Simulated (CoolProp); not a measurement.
A single-stage vapour-compression cycle with R365MFC: evaporating at 284.15 K (dew point), condensing at 350.15 K (bubble point), superheat 5 K, subcooling 5 K, compressor efficiency 0.8, no pressure losses. Each further row changes one setting.

The numbers come from the reference Helmholtz-energy equation of state, Lemmon 2016 in CoolProp.

| case | cooling COP | pressure ratio | discharge temperature (K) | refrigerating effect (kJ/kg) | volumetric capacity (kJ/m³) |
|---|---|---|---|---|---|
| as stated | ___ | 10.4 | 350.1 | 120 | 235 |
| evaporating temperature 289.15 K | 2.86 | 8.33 | 350.1 | 125 | 300 |
| condensing temperature 345.15 K | 2.84 | ___ | 345.1 | 128 | 249 |
| subcooling 10 K | ___ | 10.4 | 350.1 | 128 | 249 |
| superheat 15 K | ___ | 10.4 | 353.7 | ___ | ___ |
| compressor efficiency 0.7 | ___ | 10.4 | 350.1 | 120 | 235 |

Problem. Fill in the missing entries.

Solution. 
- as stated, cooling COP: 2.52
- condensing temperature 345.15 K, pressure ratio: 9.03
- subcooling 10 K, cooling COP: 2.67
- superheat 15 K, cooling COP: 2.59
- superheat 15 K, refrigerating effect (kJ/kg): 130
- superheat 15 K, volumetric capacity (kJ/m³): 245
- compressor efficiency 0.7, cooling COP: 2.20

The compression ends wet for: as stated; evaporating temperature 289.15 K; condensing temperature 345.15 K; subcooling 10 K; compressor efficiency 0.7.
